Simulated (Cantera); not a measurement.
## Adiabatic ignition

An adiabatic, constant-volume homogeneous reactor starts with H2 : O2 : N2 = 1 : 1.47 : 5.53 (molar parts), at 1025 K and 6600 Torr.

Computed with Cantera and GRI-Mech 3.0 (53 species, 325 reactions). The hydrogen kinetics of GRI-Mech 3.0 are dated; newer H2 mechanisms differ, most at raised pressure.

```tsv
t (s)	T (K)	P (bar)	x H2	x O2	x H	x H2O	x NO	x HO2	x N2O
7.00e-6	1025	8.80	0.125	0.184	3.93e-11	5.70e-10	<1e-12	4.53e-9	<1e-12
2.62e-5	1025	8.80	0.125	0.184	4.14e-11	2.31e-9	<1e-12	1.73e-8	<1e-12
9.79e-5	1025	8.80	0.125	0.184	5.01e-11	9.90e-9	<1e-12	6.59e-8	<1e-12
0.000366	1025	8.80	0.125	0.184	9.72e-11	6.68e-8	<1e-12	2.74e-7	<1e-12
0.00137	1025	8.80	0.125	0.184	6.54e-10	1.62e-6	<1e-12	2.03e-6	3.41e-12
0.00512	1029	8.83	0.125	0.184	3.81e-8	0.000356	<1e-12	3.16e-5	2.39e-10
0.0191	2148	17.3	7.30e-5	0.128	8.61e-6	0.132	0.000765	8.00e-6	1.84e-6
0.0715	2140	17.2	6.97e-5	0.127	8.04e-6	0.132	0.00360	7.71e-6	1.81e-6
0.267	2129	17.1	6.56e-5	0.125	7.33e-6	0.132	0.00735	7.33e-6	1.77e-6
1.00	2127	17.1	6.50e-5	0.125	7.23e-6	0.132	0.00794	7.27e-6	1.77e-6
```
x: mole fraction; the columns are a selection and need not sum to one.

```yaml
time_of_steepest_temperature_rise: 8.03 ms
temperature at 1.00 s: 2127 K
equilibrium_temperature: 2127 K
x(H2) at 1.00 s: 6.50e-5 (gas-phase equilibrium 6.50e-5)
x(O2) at 1.00 s: 0.125 (gas-phase equilibrium 0.125)
x(H) at 1.00 s: 7.23e-6 (gas-phase equilibrium 7.23e-6)
```
